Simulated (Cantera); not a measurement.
Standard-state values (1 bar) from the NASA 1993 polynomials, evaluated with Cantera. Values are per mole of reaction as written; species without (g) are pure solids or liquids, kept so even where they would boil at 1 bar. VN: taken at fixed stoichiometry.

6 VN + 5 O₃(g) = 6 NO(g) + 3 V₂O₃

```json
[
 {"T (K)": "1998", "ΔH° (kJ)": "[?]", "ΔS° (J/K)": "[?]", "ΔG° (kJ)": "[?]", "log10 K": "[?]"},
 {"T (K)": "2023", "ΔH° (kJ)": "-2473.0", "ΔS° (J/K)": "199.4", "ΔG° (kJ)": "-2876.5", "log10 K": "74.27"},
 {"T (K)": "2048", "ΔH° (kJ)": "[?]", "ΔS° (J/K)": "[?]", "ΔG° (kJ)": "[?]", "log10 K": "[?]"},
 {"T (K)": "2073", "ΔH° (kJ)": "-2473.1", "ΔS° (J/K)": "199.4", "ΔG° (kJ)": "-2886.5", "log10 K": "72.73"},
 {"T (K)": "2098", "ΔH° (kJ)": "-2473.2", "ΔS° (J/K)": "199.4", "ΔG° (kJ)": "-2891.5", "log10 K": "71.99"},
 {"T (K)": "2123", "ΔH° (kJ)": "-2473.3", "ΔS° (J/K)": "199.3", "ΔG° (kJ)": "-2896.4", "log10 K": "71.26"},
 {"T (K)": "2148", "ΔH° (kJ)": "-2473.4", "ΔS° (J/K)": "199.2", "ΔG° (kJ)": "-2901.4", "log10 K": "70.56"},
 {"T (K)": "2173", "ΔH° (kJ)": "-2473.7", "ΔS° (J/K)": "199.1", "ΔG° (kJ)": "-2906.4", "log10 K": "69.86"}
]
```

Problem. Fill in the missing entries.

Solution. 
- 1998, ΔH° (kJ): -2473.1
- 1998, ΔS° (J/K): 199.4
- 1998, ΔG° (kJ): -2871.5
- 1998, log10 K: 75.07
- 2048, ΔH° (kJ): -2473.0
- 2048, ΔS° (J/K): 199.4
- 2048, ΔG° (kJ): -2881.5
- 2048, log10 K: 73.49
